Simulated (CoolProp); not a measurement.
Properties of R1336mzz(E) at several states.

Values from CoolProp's reference Helmholtz-energy equation of state, Akasaka 2023.

```
T (°C)  p (bar)   phase        Z  cp (kJ/(kg K))  Joule-Thomson coefficient (K/MPa)
------  -------  ------  -------  --------------  ---------------------------------
7.85      0.116     gas   0.9946               ?                                  ?
69.15        12  liquid  0.05894           1.332                                  ?
2.25      0.175     gas   0.9913          0.7908                                  ?
31.85     0.168     gas   0.9941          0.8249                                  ?
-45.45     19.2  liquid   0.1097           1.181                                  ?
66.35      4.84     gas        ?          0.9258                                  ?
```

Problem. Some entries are withheld; supply them.

Solution. 
- 7.85, cp (kJ/(kg K)): 0.7966
- 7.85, Joule-Thomson coefficient (K/MPa): 29.08
- 69.15, Joule-Thomson coefficient (K/MPa): 0.1663
- 2.25, Joule-Thomson coefficient (K/MPa): 31.05
- 31.85, Joule-Thomson coefficient (K/MPa): 22.87
- -45.45, Joule-Thomson coefficient (K/MPa): -0.3603
- 66.35, Z: 0.8712
- 66.35, Joule-Thomson coefficient (K/MPa): 20.24
